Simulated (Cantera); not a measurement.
A Cantera script and what it prints.

```python
import numpy as np
import cantera as ct

gas_names = """
    O SF4 SO2 SiF4 Si
""".split()
cond_names = """
    Si(cr) Si(L) S(cr1) S(cr2) S(L)
""".split()


# ... load() reads the species with a 1 bar reference pressure and builds the phases ...
species = {s.name: s for s in load("nasa_gas.yaml", gas_names) + load("nasa_condensed.yaml", cond_names)}
# Each term lists the table entries of one substance; the one whose range holds T is used.
reactions = {
    '2 O(g) + Si + SF4(g) = SO2(g) + SiF4(g)':
        [(-2, ['O']), (-1, ['Si(cr)', 'Si(L)']), (-1, ['SF4']), (1, ['SO2']), (1, ['SiF4'])],
    'S + SiF4(g) = Si(g) + SF4(g)':
        [(-1, ['S(cr1)', 'S(cr2)', 'S(L)']), (-1, ['SiF4']), (1, ['Si']), (1, ['SF4'])],
}


def pick(names, T):
    return next(species[n] for n in names if species[n].thermo.min_temp <= T <= species[n].thermo.max_temp)


results = []
for label, terms in reactions.items():
    print(label)
    print("     T/K   dH/kJ  dS/(J/K)   dG/kJ   log10 K")
    for T in [300, 375, 450, 525, 600, 675, 750, 825, 900, 975, 1050]:
        used = [(nu, pick(names, T)) for nu, names in terms]
        dH = sum(nu * s.thermo.h(T) for nu, s in used) / 1e6
        dS = sum(nu * s.thermo.s(T) for nu, s in used) / 1e3
        dG = dH - T * dS / 1e3
        logK = -dG * 1e6 / (ct.gas_constant * T * np.log(10))
        results.append((label, T, dH, dS, dG, logK, [s.name for _, s in used]))
        print(f"{T:8g} {dH:8.1f} {dS:8.1f} {dG:8.1f} {logK:8.2f}")
```

Output:

```
2 O(g) + Si + SF4(g) = SO2(g) + SiF4(g)
     T/K   dH/kJ  dS/(J/K)   dG/kJ   log10 K
     300  -1647.0   -109.8  -1614.1   281.03
     375  -1649.1   -115.9  -1605.6   223.65
     450  -1651.0   -120.6  -1596.7   185.34
     525  -1652.8   -124.2  -1587.6   157.95
     600  -1654.4   -127.2  -1578.1   137.39
     675  -1655.9   -129.5  -1568.5   121.38
     750  -1657.3   -131.5  -1558.7   108.56
     825  -1658.7   -133.2  -1548.8    98.06
     900  -1659.9   -134.6  -1538.7    89.30
     975  -1661.1   -135.9  -1528.6    81.89
    1050  -1662.3   -137.1  -1518.4    75.53
S + SiF4(g) = Si(g) + SF4(g)
     T/K   dH/kJ  dS/(J/K)   dG/kJ   log10 K
     300   1301.8    152.8   1256.0  -218.68
     375   1301.6    152.3   1244.5  -173.34
     450   1299.2    146.3   1233.4  -143.16
     525   1298.1    143.9   1222.5  -121.63
     600   1297.1    142.2   1211.8  -105.49
     675   1296.4    141.1   1201.1   -92.95
     750   1295.9    140.4   1190.6   -82.92
     825   1295.3    139.6   1180.1   -74.72
     900   1294.5    138.8   1169.6   -67.88
     975   1293.7    137.8   1159.3   -62.11
    1050   1293.0    137.2   1149.0   -57.16
```

Standard-state values (1 bar) from the NASA 1993 polynomials, evaluated with Cantera. Condensed species are held in their standard states even where they would react or evaporate.
